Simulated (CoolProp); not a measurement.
Values from CoolProp's reference Helmholtz-energy equation of state, Platzer 1990. This equation is an older, rougher fit.

Question: For CF4 (R14), give the phase and the cp (kJ/(kg K)), cv (kJ/(kg K)), Prandtl number at 465.4 K and 0.101 MPa.

Answer: 
- 465.4 K and 0.101 MPa: gas; cp 0.883, cv 0.788, Prandtl number 0.745

Viscosity comes from a separate model (Huber 2003), an estimate that may be off by 10 % or more. Thermal conductivity comes from a separate model (Huber 2003), an estimate that may be off by 10 % or more.
